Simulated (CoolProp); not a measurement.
Vapour-liquid equilibrium of dimethyl ether (1) + ethanol (2) at 27 kPa; x and y are mole fractions of (1).

Model: multi-fluid Helmholtz-energy mixture model, Wu 2011 and Schroeder 2014; pair parameters Bell 2016, in CoolProp.

```tsv
x	bubble temperature, mixture model (K)	bubble temperature, Raoult's law (K)	y, mixture model	y, Raoult's law
0.05	(withheld)	289.2	(withheld)	0.837
0.2	243.5	254.9	(withheld)	0.988
0.35	(withheld)	242.2	0.998	0.997
0.5	229.7	234.8	0.999	0.999
0.65	226.9	229.6	0.999	0.999
0.8	(withheld)	225.8	1.000	1.000
0.95	222.6	222.6	1.000	1.000
```

Task: Complete the blanks.

Result: 
- 0.05, bubble temperature, mixture model (K): 275.4
- 0.05, y, mixture model: 0.933
- 0.2, y, mixture model: 0.995
- 0.35, bubble temperature, mixture model (K): 234.3
- 0.8, bubble temperature, mixture model (K): 224.8

The largest gap from Raoult's law is -13.8 K in bubble temperature, at x = 0.05. No azeotrope shows between x = 0.05 and 0.95.

The pair parameters rest on a limited set of measurements; away from them the model extrapolates. With so large a gap from Raoult's law the liquid may split in two, which this calculation doesn't test in full.
